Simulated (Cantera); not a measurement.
A closed system holds: 1 mol SiH4, a varied amount of N2O, 170 mol N2, 0.61 mol O3, equilibrated at 825 K and 1.00 bar.

Equilibrium computed with Cantera from the NASA thermochemical tables; the gas is ideal and each condensed phase is pure. Candidate condensed phases: H2O, Si, SiO2, Si2N2O, Si3N4; 35 gas species. Equilibrium is a limit: real reactors are often held back by kinetics, nucleation or transport.

x: gas mole fraction; n: condensed amount in mol.

| n(N2O) (mol) | x N2 | x O2 | x H2O | x H2 | x NH3 | x NO | n SiO2(α-quartz) |
|---|---|---|---|---|---|---|---|
| 0.45 | 0.988 | <1e-12 | 0.00162 | 0.00997 | 2.32e-6 | <1e-12 | 1.00 |
| 0.75 | 0.988 | <1e-12 | 0.00336 | 0.00822 | 1.73e-6 | <1e-12 | 1.00 |
| 1.3 | 0.988 | <1e-12 | 0.00652 | 0.00502 | 8.27e-7 | <1e-12 | 1.00 |
| 2.1 | 0.989 | <1e-12 | 0.0111 | 0.000402 | 1.88e-8 | <1e-12 | 1.00 |
| 3.5 | 0.985 | 0.00377 | 0.0114 | <1e-12 | <1e-12 | 4.55e-7 | 1.00 |
| 5.8 | 0.979 | 0.0101 | 0.0111 | <1e-12 | <1e-12 | 7.43e-7 | 1.00 |
| 9.6 | 0.969 | ? | 0.0108 | <1e-12 | <1e-12 | ? | 1.00 |
| 16 | 0.954 | 0.0355 | 0.0103 | <1e-12 | <1e-12 | 1.37e-6 | 1.00 |
| 27 | 0.932 | ? | ? | <1e-12 | <1e-12 | ? | 1.00 |
| 45 | 0.902 | 0.0898 | 0.00839 | <1e-12 | <1e-12 | 2.13e-6 | 1.00 |

Question: What belongs in the gaps?

Answer: 
- 27, x O2: 0.0587
- 27, x H2O: 0.00946
- 27, x NO: 1.75e-6
- 9.6, x O2: 0.0200
- 9.6, x NO: 1.04e-6
